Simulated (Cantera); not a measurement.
Input: 1 mol Pb, 0.13 mol O2, 8.8 mol N2, equilibrated at 652 °C and 7.40 mbar.

Cantera equilibrium calculation (NASA polynomials, part measured and part estimated; ideal gas, pure solids and liquids). Candidate condensed phases: Pb, PbO, PbO2, Pb3O4; 12 gas species. Rates play no part.

Problem. What is the equilibrium state?

Solution. 
| Item | Result |
|---|---|
| x(N2) | 1.000 |
| x(Pb) | 0.000361 |
| x(PbO) | 2.76e-6 |
| n(Pb(l)) | 0.737 mol |
| n(PbO(yellow)) | 0.260 mol |
| gas amount | 8.803 mol |
| log10 activity of PbO2(s) (absent) | -9.06 |
